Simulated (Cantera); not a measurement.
An adiabatic, constant-pressure homogeneous reactor starts with CH₃OH : O₂ : N₂ = 1 : 1.15 : 4.34 (molar parts), at 1548 K and 1.01 bar. Integrator tolerance rtol = 1e-08.

Detailed kinetics in Cantera: GRI-Mech 3.0 (53 species, 325 reactions). GRI-Mech 3.0 was tuned for natural gas; its chemistry of methanol as a main component is partial and can be far from experiment.

Problem. What does this change do: initial temperature 1548 to 1075 K?

Solution. 
```csv
quantity,before,after
time of steepest temperature rise,0.135 ms,90.4 ms
temperature at 2.00 s,2742 K,2549 K
equilibrium temperature,2742 K,2549 K
x(CH₃OH) at 2.00 s,<1e-12 (gas-phase equilibrium <1e-12),<1e-12 (gas-phase equilibrium <1e-12)
x(O₂) at 2.00 s,0.00735 (gas-phase equilibrium 0.00735),0.00226 (gas-phase equilibrium 0.00226)
x(CH₂O) at 2.00 s,1.31e-9 (gas-phase equilibrium 1.31e-9),9.77e-10 (gas-phase equilibrium 9.77e-10)
x(C₂H) at 2.00 s,<1e-12 (gas-phase equilibrium <1e-12),<1e-12 (gas-phase equilibrium <1e-12)
x(C₂H₄) at 2.00 s,<1e-12 (gas-phase equilibrium <1e-12),<1e-12 (gas-phase equilibrium <1e-12)
```
